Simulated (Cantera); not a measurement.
Feed: 1 mol KCl, 71 mol H2, at 0.000260 bar.

Method: chemical equilibrium by Gibbs-energy minimisation in Cantera with the NASA 1993 tables (ideal gas, pure condensed phases). Candidate condensed phases: K, KCl; 10 gas species. Rates play no part. All values below are at 1748 K.

Base state: H2 0.966, H 0.0139, KCl 0.00788, K 0.00587, HCl 0.00581, Cl 6.46e-5 (mole fractions); condensed: gas only.

### Question
What changes in the equilibrium state with this change: pressure from 0.000260 bar to 1.40e-6 bar?

### Answer
```
species   before    after
-------  -------  -------
H2         0.966    0.804
H         0.0139    0.173
K        0.00587   0.0108
KCl      0.00788  0.00184
Cl       6.46e-5  0.00153
HCl      0.00581  0.00922
```
